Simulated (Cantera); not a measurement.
Charge: 1 mol Si, 2.7 mol Br2, 12 mol H2, equilibrated at 1.58 Torr.

These are equilibrium values from Cantera (NASA tables, ideal gas, pure condensed phases), not measurements of a reactor. Candidate condensed phases: Br2, Si; 19 gas species. The tables' values for SiBr3, SiBr are old estimates; treat these amounts as uncertain. Rates play no part.

x: gas mole fraction; nothing condenses.

| T (K) | x H2 | x HBr | x SiBr2 | x Br | x SiBr4 | x SiBr3 | x H |
|---|---|---|---|---|---|---|---|
| 1100 | 0.766 | 0.163 | 0.0299 | 8.27e-5 | 0.0363 | 0.00298 | … |
| 1175 | 0.728 | 0.202 | 0.0509 | 0.000305 | 0.0144 | 0.00307 | … |
| 1250 | 0.710 | 0.221 | 0.0619 | 0.000864 | 0.00397 | 0.00216 | … |
| 1325 | 0.704 | 0.226 | 0.0657 | 0.00204 | 0.000993 | 0.00132 | … |
| 1400 | 0.702 | 0.225 | 0.0668 | 0.00430 | 0.000266 | 0.000807 | … |
| 1475 | 0.702 | 0.221 | 0.0671 | 0.00828 | 7.84e-5 | 0.000505 | … |
| 1550 | 0.703 | 0.215 | 0.0670 | 0.0147 | 2.51e-5 | 0.000324 | … |
| 1625 | 0.703 | 0.204 | 0.0665 | 0.0243 | 8.55e-6 | 0.000211 | … |
| 1700 | 0.703 | 0.190 | 0.0655 | 0.0375 | 3.02e-6 | 0.000138 | … |

Question: Fill in the missing entries.

Answer: 
- 1100, x H: 4.94e-7
- 1175, x H: 2.28e-6
- 1250, x H: 8.89e-6
- 1325, x H: 2.99e-5
- 1400, x H: 8.90e-5
- 1475, x H: 0.000237
- 1550, x H: 0.000576
- 1625, x H: 0.00129
- 1700, x H: 0.00270
